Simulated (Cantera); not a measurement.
A perfectly stirred reactor is fed with 0.974 % CO, 1.36 % O₂, 0.263 % H₂O, 97.4 % N₂, at 760 Torr; it is held at 1173 K, and followed from long to short residence time.

Computed with Cantera and GRI-Mech 3.0 (53 species, 325 reactions).

One state of this run: x CO = 0.000196; x O₂ = 0.00890; x H₂O = 0.00264; x HO₂ = 5.85e-7; x H₂O₂ = 1.16e-8. x: mole fraction; the columns are a selection and need not sum to one.

### Question
Which value of τ (s) does it belong to?
A) 0.97
B) 0.15
C) 0.062
D) 2.4

### Answer
D, 2.4
